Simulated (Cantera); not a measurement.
Input (Python, Cantera) and output of one run.

```python
import numpy as np
import cantera as ct

gas_names = """
    AL ALH ALO ALOH ALO2 ALO2H AL2 AL2O AL2O2 H HALO HO2 H2 H2O H2O2 O OH O2 O3
""".split()
cond_names = """
    AL(cr) AL(L) AL2O3(a) AL2O3(L) H2O(s) H2O(L)
""".split()


# ... load() reads the species with a 1 bar reference pressure and builds the phases ...
atoms = {
    'Al2O3': {'AL': 2, 'O': 3},
    'H2': {'H': 2},
    'H2O': {'H': 2, 'O': 1},
}
top_T = {}  # K; cautious upper limits of use, not melting points


# ... equilibrate(T, P, feed) seeds the gas with the atoms and calls Mixture.equilibrate('TP', solver="vcs", rtol=1e-11, max_steps=5000) ...
results = []
feed = {'Al2O3': 1, 'H2': 9.1, 'H2O': 0.089}  # mol
T = 1748.15  # K
P = 133.322  # Pa
mix = equilibrate(T, P, feed)
results.append((T, P, feed, dict(zip(mix.species_names, mix.species_moles))))
print(gas.report(threshold=1e-06))
for i in range(1, mix.n_phases):
    print(f"{mix.phase(i).name:16s} {mix.phase_moles(i):12.5e} mol")
```

Output:

```
       temperature   1748.2 K
          pressure   133.32 Pa
           density   1.9851e-05 kg/m^3
  mean mol. weight   2.1642 kg/kmol
   phase of matter   gas

                          1 kg             1 kmol
                     ---------------   ---------------
          enthalpy        2.0131e+07        4.3568e+07  J
   internal energy        1.3415e+07        2.9033e+07  J
           entropy        1.1101e+05        2.4024e+05  J/K
    Gibbs function       -1.7393e+08       -3.7642e+08  J
 heat capacity c_p             15429             33391  J/K
 heat capacity c_v             11587             25077  J/K

                      mass frac. Y      mole frac. X     chem. pot. / RT
                     ---------------   ---------------   ---------------
                 H         0.0028951         0.0062159           -12.848
                H2           0.91673           0.98413           -25.696
               H2O          0.080343          0.009652           -54.794
                OH         2.796e-05         3.558e-06           -41.946
     [  +15 minor]        5.2418e-06        2.8002e-07

AL(L)             0.00000e+00 mol
AL2O3(a)          9.99999e-01 mol
```

Method: chemical equilibrium by Gibbs-energy minimisation in Cantera with the NASA 1993 tables (ideal gas, pure condensed phases).
